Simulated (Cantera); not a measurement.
A closed system holds: 1 mol (CH3)2SiCl2, 0.38 mol C2H2, 3.5 mol H2, equilibrated at 0.133 bar.

Equilibrium computed with Cantera from the NASA thermochemical tables; the gas is ideal and each condensed phase is pure. Candidate condensed phases: C, C6H6, C7H8, C8H18, Si, SiC; 109 gas species. The feed counts by its element totals alone. The tables' values for SiCl3, SiCl are old estimates; treat these amounts as uncertain. Kinetics and transport are ignored. All values below are at 1752 °C.

Base state: H2 0.752, HCl 0.231, SiCl2 0.00995, H 0.00457, Cl 0.00104, C2H2 (acetylene) 0.000680, SiCl3 0.000204, SiCl 6.75e-5 (mole fractions); condensed: C(graphite) + SiC(s).

Task: What changes in the equilibrium state with this change: (CH3)2SiCl2 replaced by CH3SiCl3?

Result: 
```tsv
species	before	after
H2	0.752	0.594
HCl	0.231	0.366
SiCl2	0.00995	0.0315
SiCl4	4.64e-6	4.66e-5
SiCl3	0.000204	0.00115
C(graphite), mol	1.83	0.979
SiC(s), mol	0.919	0.773
```
